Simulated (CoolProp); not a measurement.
Vapour-liquid equilibrium of acetone (1) + cyclohexane (2) at 0.199 MPa; x and y are mole fractions of (1).

Computed with CoolProp (multi-fluid Helmholtz-energy mixture model, Lemmon 2006 and Zhou 2014; pair parameters Bell 2016).

```
x     bubble temperature, mixture model (K)  bubble temperature, Raoult's law (K)  y, mixture model  y, Raoult's law
----  -------------------------------------  ------------------------------------  ----------------  ---------------
0.05                                  367.7                                 376.0             0.264            0.101
0.2                                   354.8                                 370.4             0.534            0.348
0.35                                  351.1                                 365.5             0.615            0.536
0.5                                   349.4                                 361.3             0.661            0.683
0.65                                  348.5                                 357.6             0.711            0.801
0.8                                   348.3                                 354.3             0.788            0.897
0.95                                  349.5                                 351.4             0.927            0.976
```

The largest gap from Raoult's law is -15.6 K in bubble temperature, at x = 0.2. y crosses x between x = 0.65 and 0.8: the model has an azeotrope there.

The pair parameters rest on a limited set of measurements; away from them the model extrapolates.
